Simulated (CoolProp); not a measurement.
R143a along the isotherm 29.35 °C: Z from the reference equation and from simpler models built on Tc = 72.7 °C, pc = 3.762 MPa, ω = 0.261; each cubic takes its own stable root.

The numbers come from the reference Helmholtz-energy equation of state, Lemmon and Jacobsen 2000 in CoolProp.

```csv
p (MPa),phase,reference
0.855,gas,0.8499
1.71,liquid,0.06245
2.56,liquid,0.09255
3.42,liquid,0.1225
4.27,liquid,0.1517
5.13,liquid,0.1808
5.98,liquid,0.2093
6.84,liquid,0.2378
7.69,liquid,0.2657
8.55,liquid,0.2937
9.4,liquid,0.3211
```

**Question.** How far does each simpler model (van der Waals, Redlich-Kwong, Soave-Redlich-Kwong, Peng-Robinson) lie from the reference over these 11 states: mean and median of the absolute difference, and the worst?

**Answer.** 
- van der Waals: mean 158.6 %, median 67.0 %, worst +1125.3 % at 29.35 °C and 1.71 MPa
- Redlich-Kwong: mean 23.3 %, median 24.3 %, worst +31.1 % at 29.35 °C and 1.71 MPa
- Soave-Redlich-Kwong: mean 18.9 %, median 20.0 %, worst +23.7 % at 29.35 °C and 1.71 MPa
- Peng-Robinson: mean 6.3 %, median 6.4 %, worst +9.0 % at 29.35 °C and 1.71 MPa

At some of these states van der Waals gives the other phase, because its saturation line lies elsewhere.
